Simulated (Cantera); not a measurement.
Input: 1 mol MgO, 0.23 mol SO3, 0.24 mol CO2, held at 0.0100 bar.

Cantera equilibrium calculation (NASA polynomials, part measured and part estimated; ideal gas, pure solids and liquids). Candidate condensed phases: C, Mg, MgCO3, MgO, MgS, MgSO4, S; 26 gas species. Rates play no part. All values below are at 973 K.

Base state: CO2 0.983, SO2 0.0109, O2 0.00546, SO3 0.000202 (mole fractions); condensed: MgO(s) + MgSO4(s).

What changes in the equilibrium state with this change: 0.027 mol H2 added?


```json
[
 {"species": "CO2", "before": "0.983", "after": "0.816"},
 {"species": "SO2", "before": "0.0109", "after": "0.0920"},
 {"species": "H2O", "before": "0", "after": "0.0918"},
 {"species": "O2", "before": "0.00546", "after": "7.68e-5"},
 {"species": "SO3", "before": "0.000202", "after": "0.000202"},
 {"species": "MgO(s), mol", "before": "0.773", "after": "0.797"},
 {"species": "MgSO4(s), mol", "before": "0.227", "after": "0.203"}
]
```
Further candidate phases: C6H6, C7H8, C8H18, H2O, H2SO4, Mg(OH)2.
